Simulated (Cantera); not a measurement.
Cantera run:

```python
import numpy as np
import cantera as ct

gas_names = """
    B2O3 NO
""".split()
cond_names = """
    BN(s) B(b) B(L)
""".split()


def load(file, names, dense=False):
    # The tables refer to 1 bar. Condensed volumes are neglected.
    table = {s.name: s for s in ct.Species.list_from_file(file)}
    out = []
    for n in names:
        d = dict(table[n].input_data)
        d["thermo"] = dict(d["thermo"], **{"reference-pressure": 1e5})
        if dense:
            d["equation-of-state"] = {"model": "constant-volume", "density": "1e6 g/cm^3"}
        out.append(ct.Species.from_dict(d))
    return out


species = {s.name: s for s in load("nasa_gas.yaml", gas_names) + load("nasa_condensed.yaml", cond_names)}
# Each term lists the table entries of one substance; the one whose range holds T is used.
reactions = {
    'B2O3(g) + 3 BN = 3 NO(g) + 5 B':
        [(-1, ['B2O3']), (-3, ['BN(s)']), (3, ['NO']), (5, ['B(b)', 'B(L)'])],
}


def pick(names, T):
    return next(species[n] for n in names if species[n].thermo.min_temp <= T <= species[n].thermo.max_temp)


results = []
for label, terms in reactions.items():
    print(label)
    print("     T/K   dH/kJ  dS/(J/K)   dG/kJ   log10 K")
    for T in [350, 500, 650, 800, 950, 1100]:
        used = [(nu, pick(names, T)) for nu, names in terms]
        dH = sum(nu * s.thermo.h(T) for nu, s in used) / 1e6
        dS = sum(nu * s.thermo.s(T) for nu, s in used) / 1e3
        dG = dH - T * dS / 1e3
        logK = -dG * 1e6 / (ct.gas_constant * T * np.log(10))
        results.append((label, T, dH, dS, dG, logK, [s.name for _, s in used]))
        print(f"{T:8g} {dH:8.1f} {dS:8.1f} {dG:8.1f} {logK:8.2f}")
```

Result:

```
B2O3(g) + 3 BN = 3 NO(g) + 5 B
     T/K   dH/kJ  dS/(J/K)   dG/kJ   log10 K
     350   1863.5    336.2   1745.8  -260.54
     500   1865.5    341.2   1694.9  -177.07
     650   1866.7    343.3   1643.6  -132.08
     800   1867.3    344.1   1592.0  -103.95
     950   1867.4    344.3   1540.4   -84.69
    1100   1867.2    344.0   1488.8   -70.69
```

Standard-state values (1 bar) from the NASA 1993 polynomials, evaluated with Cantera. Condensed species are held in their standard states even where they would react or evaporate.
